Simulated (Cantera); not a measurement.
An isothermal, constant-pressure homogeneous reactor starts with 100 % N2O, at 1598 K and 13300 Pa.

Computed with Cantera and GRI-Mech 3.0 (53 species, 325 reactions). GRI-Mech 3.0 was tuned for natural gas; its chemistry of N2O as a main component is partial and can be far from experiment. The temperature is held fixed by assumption; the heat of reaction is taken as removed at once.

One state of this run: x N2O = 1.13e-5; x NO = 0.188; x O2 = 0.239; x N2 = 0.572; x O = 1.92e-5; x NO2 = 0.000295. x: mole fraction; the columns are a selection and need not sum to one.

**Question.** Which value of t (s) does it belong to?
A. 0.0317
B. 4.00
C. 0.00126
D. 5.03e-5

**Answer.** B, 4.00
